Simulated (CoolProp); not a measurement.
Vapour-liquid equilibrium of benzene (1) + toluene (2) at 116.25 °C; x and y are mole fractions of (1).

Computed with CoolProp (multi-fluid Helmholtz-energy mixture model, Thol 2012 and Lemmon 2006; pair parameters Bell 2016).

**Question.** Give the bubble pressure and the first vapour's composition at x = 0.35, 0.5, 0.8. Is there an azeotrope?

**Answer.** x = 0.35: 0.1717 MPa, y = 0.542; x = 0.5: 0.1949 MPa, y = 0.687; x = 0.8: 0.2420 MPa, y = 0.897. No azeotrope shows between x = 0.05 and 0.95.

The pair parameters rest on a limited set of measurements; away from them the model extrapolates.
